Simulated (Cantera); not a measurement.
Feed: 1 mol (CH3)2SiCl2, 0.63 mol C2H2, a varied amount of H2, held at 2200 K and 13300 Pa.

Equilibrium computed with Cantera from the NASA thermochemical tables; the gas is ideal and each condensed phase is pure. Candidate condensed phases: C, C6H6, C7H8, C8H18, Si, SiC; 109 gas species. The feed counts by its element totals alone. Gases not in the tables: Si2H6 and higher silanes. The numbers say what is thermodynamically allowed, not how fast it happens.

Which condensed phases are stable at each of these points (n(H2) (mol)): 14, 22, 35, 56, 89, 140, 230, 360, 580, 920?


```csv
n(H2) (mol),condensed phases,Si condensed (%)
14,C(graphite) + SiC(s),94.4
22,C(graphite) + SiC(s),95.4
35,C(graphite) + SiC(s),95.9
56,C(graphite) + SiC(s),95.7
89,C(graphite) + SiC(s),94.7
140,C(graphite) + SiC(s),92.8
230,C(graphite) + SiC(s),89.0
360,C(graphite) + SiC(s),83.3
580,SiC(s),71.5
920,SiC(s),46.9
```

From 14 mol H2 to 360 mol H2 the condensed part is C(graphite) + SiC(s). From 580 mol H2 to 920 mol H2 the condensed part is SiC(s).
